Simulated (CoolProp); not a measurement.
Vapour-liquid equilibrium of propane (1) + cyclohexane (2) at 19.35 °C; x and y are mole fractions of (1).

Values from CoolProp's multi-fluid Helmholtz-energy mixture model, Lemmon 2009 and Zhou 2014; pair parameters Bell 2016.

**Question.** Give the bubble pressure and the first vapour's composition at x = 0.275, 0.35, 0.8. Is there an azeotrope?

**Answer.** x = 0.275: 0.2669 MPa, y = 0.968; x = 0.35: 0.3292 MPa, y = 0.976; x = 0.8: 0.6565 MPa, y = 0.994. No azeotrope shows between x = 0.05 and 0.95.

The pair parameters rest on a limited set of measurements; away from them the model extrapolates. The gap from Raoult's law changes sign with composition, which may be real or a fault of the pair parameters; it wasn't checked against measurements.
